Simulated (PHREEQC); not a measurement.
Acid rinse or clean

Consider water at 25 °C with 0.00032 mol/kgw HNO3 and 3.5e-05 mol/kgw FeCl3. Closed to the air; pH follows from the charge balance.

Computed with PHREEQC (ion-association model, phreeqc.dat).

No solid was allowed to form.

Q: Predict the pH.

A: pH 3.44.

Q: In which forms is Fe present?

A: FeOH+2 52 %, Fe(OH)2+ 45 %, Fe+3 3.3 % of the Fe.

Examples of supersaturated solids here: Hematite (slow to form), Goethite (slow to form). Others may be too.
